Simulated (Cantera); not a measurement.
A closed system holds: 1 mol BN, 4.1 mol H2, held at 2075 K.

Method: chemical equilibrium by Gibbs-energy minimisation in Cantera with the NASA 1993 tables (ideal gas, pure condensed phases). Candidate condensed phases: B, BN; 15 gas species. Mutual solubility and eutectic melting of coexisting phases are not modelled. Gases not in the tables: B2H6 and higher boranes. Kinetics and transport are ignored.

Question: What share of the B ends up in condensed phases as a function of P (Pa), at 1, 16, 250, 4000, 63000, 1000000?

Answer: 
| P (Pa) | B condensed (%) | as |
|---|---|---|
| 1 | 70.6 | B(s) |
| 16 | 98.3 | B(s) |
| 250 | 99.6 | B(s) |
| 4000 | 99.7 | B(s) + BN(s) |
| 63000 | 99.7 | B(s) + BN(s) |
| 1000000 | 99.8 | BN(s) |
